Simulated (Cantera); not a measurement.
## Adiabatic ignition

An adiabatic, constant-pressure homogeneous reactor starts with 3.52 % C₃H₈, 19.8 % O₂, 74.3 % N₂, 2.33 % H₂O, at 1725 K and 0.210 bar.

Model: GRI-Mech 3.0 (53 species, 325 reactions), integrated in Cantera. GRI-Mech 3.0 was tuned for natural gas; its chemistry of propane as a main component is partial and can be far from experiment.

```json
[
 {"t (s)": "2.00e-6", "T (K)": "1717", "x C₃H₈": "0.0342", "x O₂": "0.198", "x H₂O": "0.0232", "x C₂H₂": "3.95e-8", "x NO₂": "<1e-12"},
 {"t (s)": "4.43e-6", "T (K)": "1707", "x C₃H₈": "0.0327", "x O₂": "0.197", "x H₂O": "0.0233", "x C₂H₂": "8.02e-7", "x NO₂": "<1e-12"},
 {"t (s)": "9.80e-6", "T (K)": "1690", "x C₃H₈": "0.0289", "x O₂": "0.195", "x H₂O": "0.0240", "x C₂H₂": "1.30e-5", "x NO₂": "<1e-12"},
 {"t (s)": "2.17e-5", "T (K)": "1679", "x C₃H₈": "0.0199", "x O₂": "0.189", "x H₂O": "0.0275", "x C₂H₂": "0.000158", "x NO₂": "8.90e-12"},
 {"t (s)": "4.80e-5", "T (K)": "1852", "x C₃H₈": "0.00140", "x O₂": "0.150", "x H₂O": "0.0514", "x C₂H₂": "0.00302", "x NO₂": "5.33e-10"},
 {"t (s)": "0.000106", "T (K)": "2396", "x C₃H₈": "<1e-12", "x O₂": "0.0483", "x H₂O": "0.103", "x C₂H₂": "<1e-12", "x NO₂": "2.38e-9"},
 {"t (s)": "0.000235", "T (K)": "2423", "x C₃H₈": "<1e-12", "x O₂": "0.0450", "x H₂O": "0.101", "x C₂H₂": "<1e-12", "x NO₂": "6.71e-9"},
 {"t (s)": "0.000521", "T (K)": "2464", "x C₃H₈": "<1e-12", "x O₂": "0.0443", "x H₂O": "0.103", "x C₂H₂": "<1e-12", "x NO₂": "2.06e-8"},
 {"t (s)": "0.00115", "T (K)": "2535", "x C₃H₈": "<1e-12", "x O₂": "0.0431", "x H₂O": "0.107", "x C₂H₂": "<1e-12", "x NO₂": "7.27e-8"},
 {"t (s)": "0.00255", "T (K)": "2619", "x C₃H₈": "<1e-12", "x O₂": "0.0412", "x H₂O": "0.112", "x C₂H₂": "<1e-12", "x NO₂": "2.81e-7"},
 {"t (s)": "0.00565", "T (K)": "2660", "x C₃H₈": "<1e-12", "x O₂": "0.0391", "x H₂O": "0.115", "x C₂H₂": "<1e-12", "x NO₂": "8.02e-7"},
 {"t (s)": "0.0125", "T (K)": "2660", "x C₃H₈": "<1e-12", "x O₂": "0.0375", "x H₂O": "0.115", "x C₂H₂": "<1e-12", "x NO₂": "1.40e-6"},
 {"t (s)": "0.0277", "T (K)": "2659", "x C₃H₈": "<1e-12", "x O₂": "0.0367", "x H₂O": "0.115", "x C₂H₂": "<1e-12", "x NO₂": "1.66e-6"},
 {"t (s)": "0.0612", "T (K)": "2659", "x C₃H₈": "<1e-12", "x O₂": "0.0367", "x H₂O": "0.115", "x C₂H₂": "<1e-12", "x NO₂": "1.68e-6"},
 {"t (s)": "0.136", "T (K)": "2659", "x C₃H₈": "<1e-12", "x O₂": "0.0367", "x H₂O": "0.115", "x C₂H₂": "<1e-12", "x NO₂": "1.68e-6"},
 {"t (s)": "0.300", "T (K)": "2659", "x C₃H₈": "<1e-12", "x O₂": "0.0367", "x H₂O": "0.115", "x C₂H₂": "<1e-12", "x NO₂": "1.68e-6"}
]
```
x: mole fraction; the columns are a selection and need not sum to one.

| Property | Result |
|---|---|
| time of steepest temperature rise | 64.0 µs |
| temperature at 0.300 s | 2659 K |
| equilibrium temperature | 2659 K |
| x(C₃H₈) at 0.300 s | <1e-12 (gas-phase equilibrium <1e-12) |
| x(O₂) at 0.300 s | 0.0367 (gas-phase equilibrium 0.0367) |
| x(H₂O) at 0.300 s | 0.115 (gas-phase equilibrium 0.115) |
